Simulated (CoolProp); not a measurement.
The numbers come from the reference Helmholtz-energy equation of state, Gao 2020 in CoolProp.

Task: For ammonia, give the phase and the viscosity (µPa s), Prandtl number at 67.55 °C and 101 kPa; 146.55 °C and 101 kPa.

Result: 
- 67.55 °C and 101 kPa: gas; viscosity 11.7, Prandtl number 0.874
- 146.55 °C and 101 kPa: gas; viscosity 14.7, Prandtl number 0.852

Viscosity comes from a separate model (Fenghour 1995). Thermal conductivity comes from a separate model (Tufeu 1984).
